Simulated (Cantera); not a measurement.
**Equilibrium for fluorocarbon and chlorocarbon gases: CH2F2 + H2**

Charge: 1 mol CH2F2, 8.4 mol H2, at 0.450 Torr.

Method: chemical equilibrium by Gibbs-energy minimisation in Cantera with the NASA 1993 tables (ideal gas, pure condensed phases). Candidate condensed phases: C, C6H6, C7H8, C8H18; 110 gas species. Ions and electrons are included (thermal ionisation). Rates play no part.

```
T (K)     x H      x H2      x HF       x F       x C      x C3  n C(graphite)
-----  ------  --------  --------  --------  --------  --------  -------------
2000   0.0577     0.755     0.187   5.87e-6   5.07e-8   4.62e-8          0.988
2500    0.560     0.297     0.138  0.000541  0.000277  0.000828          0.851
3000    0.849    0.0173    0.0780    0.0236    0.0205   0.00747              0
3500    0.860   0.00127   0.00916    0.0834    0.0451   3.69e-5              0
4000    0.862  0.000176  0.000765    0.0910    0.0458   1.21e-7              0
4500    0.862   3.73e-5  0.000103    0.0916    0.0458   1.35e-9              0
5000    0.862   1.08e-5   2.07e-5    0.0917    0.0454  3.64e-11              0
```
x: gas mole fraction; n: condensed amount in mol.

From 2000 K to 2500 K the condensed part is C(graphite). From 3000 K to 5000 K nothing is condensed. The main C-bearing gas is C2H2 (acetylene) at 2000 K and C at 5000 K.
